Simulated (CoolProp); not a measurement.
Saturated liquid density (kg/m³) of hydrogen chloride: the reference equation beside estimates from Tc = 324.7 K, pc = 8314 kPa, ω = 0.130. Rackett uses Z = 0.29056 − 0.08775 ω.

The numbers come from the reference Helmholtz-energy equation of state, Thol 2018 in CoolProp.

```
T (K)  reference  Rackett  van der Waals  Redlich-Kwong  Soave-Redlich-Kwong  Peng-Robinson
-----  ---------  -------  -------------  -------------  -------------------  -------------
185.6       1191     1095          705.2           1041                 1049           1184
195.2       1167     1073          691.6           1018                 1028           1160
204.8       1143     1050          677.3          993.1                 1004           1135
214.4       1117     1027          662.3          966.9                979.7           1108
223.9       1091     1003          646.7          939.4                953.6           1080
233.5       1063    977.1          630.0          909.8                925.3           1048
243.1       1034    950.3          612.3          878.2                894.7           1014
252.7       1002    922.0          593.4          844.3                861.7          977.3
262.3      969.0    891.9          573.1          807.7                825.7          936.7
271.9      932.7    859.4          551.1          768.0                786.1          891.6
```

Absolute difference from the reference over all 10 rows, mean and median: Rackett 8.0 and 8.1 %, van der Waals 40.8 and 40.8 %, Redlich-Kwong 14.5 and 14.2 %, Soave-Redlich-Kwong 13.2 and 12.8 %, Peng-Robinson 1.7 and 1.2 %.
